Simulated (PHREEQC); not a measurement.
1 kg of water meets 20 L of dry gas (CO2 0.77, CH4 0.23 by moles) at fixed total pressure, at 25 °C; fugacities by Peng-Robinson. The gases take part in no redox reaction, some water evaporates into the gas, and hydrates or a liquid gas phase aren't modelled. No solid was allowed to form.

Model: ion-association model, phreeqc.dat, run in PHREEQC.

### Question
Predict dissolved CO2 (all carbonate carbon) (mol/kgw) at P (atm) = 1, 10, 20, 40.

### Answer
```csv
P (atm),dissolved CO2 (all carbonate carbon) (mol/kgw)
1,0.0251
10,0.244
20,0.459
40,0.802
```
